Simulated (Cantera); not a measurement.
Input: 1 mol HBr, 1.1 mol H₂, held at 1598 K and 1 atm.

Cantera equilibrium calculation (NASA polynomials, part measured and part estimated; ideal gas, pure solids and liquids). Candidate condensed phases: Br₂; 5 gas species. Rates play no part.

Base state: H₂ 0.524, HBr 0.473, Br 0.00245, H 3.83e-5, Br₂ 2.55e-5 (mole fractions); condensed: gas only.

Task: What changes in the equilibrium state with this change: H₂ from 1.1 to 0.24 mol?

Result: 
```tsv
species	before	after
HBr	0.473	0.797
H₂	0.524	0.196
Br	0.00245	0.00674
Br₂	2.55e-5	0.000193
H	3.83e-5	2.34e-5
```

Task: What changes in the equilibrium state with this change: 1.4 mol NH₃ added?

Result: 
| species | before | after |
|---|---|---|
| H₂ | 0.524 | 0.653 |
| HBr | 0.473 | 0.203 |
| N₂ | 0 | 0.143 |
| Br₂ | 2.55e-5 | 3.78e-6 |
| Br | 0.00245 | 0.000942 |
| H | 3.83e-5 | 4.27e-5 |
